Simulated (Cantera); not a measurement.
Feed: 1 mol HCl, 0.098 mol H₂, 1.3 mol O₂, held at 1625 K and 1.33 mbar.

Equilibrium computed with Cantera from the NASA thermochemical tables; the gas is ideal and each condensed phase is pure. Candidate condensed phases: H₂O; 14 gas species. Kinetics and transport are ignored.

Question: What is the equilibrium state?

Answer: 
```json
{
  "x(O₂)": "0.497",
  "x(HCl)": "0.324",
  "x(Cl)": "0.0906",
  "x(H₂O)": "0.0861",
  "x(OH)": "0.00129",
  "x(Cl₂)": "0.000676",
  "x(O)": "0.000376",
  "x(ClO)": "4.94e-5",
  "x(H₂)": "2.96e-5",
  "gas_amount": "2.404 mol"
}
```
